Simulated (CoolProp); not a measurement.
A simple Rankine cycle with water: condensing at 315.15 K, boiler at 0.134 MPa, turbine inlet 396.1 K, turbine efficiency 0.6, pump efficiency 0.8, no recuperator. Each further row changes one setting.

Computed with CoolProp (reference Helmholtz-energy equation of state, Wagner 2002).

| case | thermal efficiency (%) | net work (kJ/kg) | heat in (kJ/kg) | turbine exit temperature (K) | volume ratio over the turbine |
|---|---|---|---|---|---|
| as stated | 9.9 | 251 | 2540 | 315.1 | 12.6 |
| turbine inlet 416.1 K | 9.9 | 256 | 2580 | 315.1 | 12.1 |
| condensing temperature 307.15 K | 11.0 | 284 | 2580 | 307.1 | 18.7 |
| boiler pressure 0.0938 MPa | 8.7 | 221 | 2550 | 315.1 | 8.88 |
| turbine efficiency 0.5 | 8.2 | 209 | 2540 | 315.1 | 12.8 |

The expansion ends wet for: as stated; turbine inlet 416.1 K; condensing temperature 307.15 K; boiler pressure 0.0938 MPa; turbine efficiency 0.5.
